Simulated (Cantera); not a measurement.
**Adiabatic ignition**

An adiabatic, constant-volume homogeneous reactor starts with 15.2 % CH₄, 0.607 % C₂H₆, 16.2 % O₂, 61.0 % N₂, 6.98 % CO₂, at 1625 K and 1.00 atm.

Detailed kinetics in Cantera: GRI-Mech 3.0 (53 species, 325 reactions).

```tsv
t (s)	T (K)	P (bar)	x CH₄	x C₂H₆	x O₂	x CH₂CO	x C₂H
4.00e-6	1624	1.01	0.152	0.00596	0.162	1.17e-10	<1e-12
1.09e-5	1622	1.01	0.152	0.00577	0.162	9.48e-9	<1e-12
2.99e-5	1621	1.01	0.151	0.00537	0.162	7.25e-7	1.40e-12
8.18e-5	1633	1.02	0.146	0.00483	0.159	3.13e-5	1.33e-10
0.000224	2788	2.04	4.28e-5	2.79e-10	0.000116	2.09e-6	1.66e-6
0.000612	2727	2.00	7.39e-12	<1e-12	0.000271	<1e-12	<1e-12
0.00167	2725	2.00	7.47e-12	<1e-12	0.000267	<1e-12	<1e-12
0.00458	2724	2.00	7.53e-12	<1e-12	0.000264	<1e-12	<1e-12
0.0125	2724	2.00	7.53e-12	<1e-12	0.000264	<1e-12	<1e-12
0.0342	2724	2.00	7.53e-12	<1e-12	0.000264	<1e-12	<1e-12
0.0936	2724	2.00	7.53e-12	<1e-12	0.000264	<1e-12	<1e-12
0.256	2724	2.00	7.53e-12	<1e-12	0.000264	<1e-12	<1e-12
0.700	2724	2.00	7.53e-12	<1e-12	0.000264	<1e-12	<1e-12
```
x: mole fraction; the columns are a selection and need not sum to one.

```json
{
 "time_of_steepest_temperature_rise": "0.206 ms",
 "temperature at 0.700 s": "2724 K",
 "equilibrium_temperature": "2724 K",
 "x(CH₄) at 0.700 s": "7.53e-12 (gas-phase equilibrium 8.57e-12)",
 "x(C₂H₆) at 0.700 s": "<1e-12 (gas-phase equilibrium <1e-12)",
 "x(O₂) at 0.700 s": "0.000264 (gas-phase equilibrium 0.000264)"
}
```
